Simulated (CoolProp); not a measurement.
Properties of octamethylcyclotetrasiloxane (D4) along the isotherm 418.4 K (Tc = 586.5 K, pc = 13.47 bar, ω = 0.598).

Values from CoolProp's reference Helmholtz-energy equation of state, Thol 2015.

```
p (bar)   phase  density (kg/m³)  speed of sound (m/s)  Joule-Thomson coefficient (K/MPa)  expansivity (1/kK)
-------  ------  ---------------  --------------------  ---------------------------------  ------------------
13.5     liquid            811.5                 564.5                            -0.2258               1.552
26.9     liquid            816.2                 582.1                            -0.2415               1.490
40.4     liquid            820.7                 598.7                            -0.2552               1.436
53.9     liquid            825.0                 614.6                            -0.2672               1.388
67.4     liquid            829.0                 629.6                            -0.2777               1.345
80.8     liquid            832.9                 643.9                            -0.2870               1.307
94.3     liquid            836.6                 657.7                            -0.2954               1.272
108      liquid            840.1                 671.1                            -0.3030               1.239
121      liquid            843.4                 683.4                            -0.3096               1.211
135      liquid            846.8                 696.2                            -0.3161               1.183
```
